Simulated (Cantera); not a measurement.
An adiabatic, constant-volume homogeneous reactor starts with H2 : O2 : N2 = 1 : 0.333 : 1.25 (molar parts), at 1525 K and 1.00 bar. Integrator tolerance rtol = 1e-08.

Detailed kinetics in Cantera: GRI-Mech 3.0 (53 species, 325 reactions). Above 3000 K some thermodynamic fits are extrapolated.

Problem. What does this change do: constant pressure in place of constant volume?

Solution. 
```csv
quantity,before,after
time of steepest temperature rise,12.3 µs,12.4 µs
temperature at 0.500 s,3007 K,2862 K
equilibrium temperature,3007 K,2862 K
x(H2) at 0.500 s,0.147 (gas-phase equilibrium 0.147),0.145 (gas-phase equilibrium 0.145)
x(O2) at 0.500 s,0.00318 (gas-phase equilibrium 0.00318),0.00234 (gas-phase equilibrium 0.00234)
x(O) at 0.500 s,0.00490 (gas-phase equilibrium 0.00490),0.00335 (gas-phase equilibrium 0.00335)
x(NO) at 0.500 s,0.00486 (gas-phase equilibrium 0.00486),0.00348 (gas-phase equilibrium 0.00348)
x(NO2) at 0.500 s,4.61e-7 (gas-phase equilibrium 4.61e-7),2.35e-7 (gas-phase equilibrium 2.35e-7)
x(OH) at 0.500 s,0.0254 (gas-phase equilibrium 0.0254),0.0201 (gas-phase equilibrium 0.0201)
x(HO2) at 0.500 s,3.33e-6 (gas-phase equilibrium 3.33e-6),1.77e-6 (gas-phase equilibrium 1.77e-6)
```

Problem. What does this change do: initial temperature 1525 to 1275 K?

Solution. 
```
quantity                                                            before                                    after
---------------------------------  ---------------------------------------  ---------------------------------------
time of steepest temperature rise                                  12.3 µs                                  31.9 µs
temperature at 0.500 s                                              3007 K                                   2957 K
equilibrium temperature                                             3007 K                                   2957 K
x(H2) at 0.500 s                       0.147 (gas-phase equilibrium 0.147)      0.146 (gas-phase equilibrium 0.146)
x(O2) at 0.500 s                   0.00318 (gas-phase equilibrium 0.00318)  0.00218 (gas-phase equilibrium 0.00218)
x(O) at 0.500 s                    0.00490 (gas-phase equilibrium 0.00490)  0.00317 (gas-phase equilibrium 0.00317)
x(NO) at 0.500 s                   0.00486 (gas-phase equilibrium 0.00486)  0.00381 (gas-phase equilibrium 0.00381)
x(NO2) at 0.500 s                  4.61e-7 (gas-phase equilibrium 4.61e-7)  3.35e-7 (gas-phase equilibrium 3.35e-7)
x(OH) at 0.500 s                     0.0254 (gas-phase equilibrium 0.0254)    0.0205 (gas-phase equilibrium 0.0205)
x(HO2) at 0.500 s                  3.33e-6 (gas-phase equilibrium 3.33e-6)  2.44e-6 (gas-phase equilibrium 2.44e-6)
```
